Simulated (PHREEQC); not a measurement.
**Acid mine or pickling water (model solution)**

Model water analysis in mmol/kgw, 61 °C, pH 3.02:

```tsv
constituent	mmol/kgw
Na	109
K	0.0829
Ca	8.54
Mg	5.1
Cl	50.5
S(6)	45.5
Si	0.158
```

Valence states are taken as typed.

Computed with PHREEQC (Pitzer model, pitzer.dat).

Each row changes one thing in this solution. This is a speciation only: nothing precipitates in the calculation.

```tsv
case	SO4-2 (mol/kgw)	HSO4- (mol/kgw)	H3SiO4- (mol/kgw)	MgOH+ (mol/kgw)	SI of Gypsum (CaSO4:2H2O)	SI of SiO2(a) (SiO2)
as made	0.0423	0.00323	1.04e-10	3.90e-11	-0.19	-1.40
temperature from 61 to 45 °C at the same typed pH	0.0434	?	?	?	?	-1.29
S(6) from 45.5 to 22.8 mmol/kgw	0.0211	0.00169	1.02e-10	4.39e-11	-0.35	-1.40
Na from 109 to 54.5 mmol/kgw	0.0421	0.00335	9.94e-11	4.18e-11	-0.15	-1.41
```

Fill in the missing entries.


- temperature from 61 to 45 °C at the same typed pH, HSO4- (mol/kgw): 0.00211
- temperature from 61 to 45 °C at the same typed pH, H3SiO4- (mol/kgw): 6.98e-11
- temperature from 61 to 45 °C at the same typed pH, MgOH+ (mol/kgw): 1.29e-11
- temperature from 61 to 45 °C at the same typed pH, SI of Gypsum (CaSO4:2H2O): -0.20

Constants without temperature data keep their 25 °C values here.
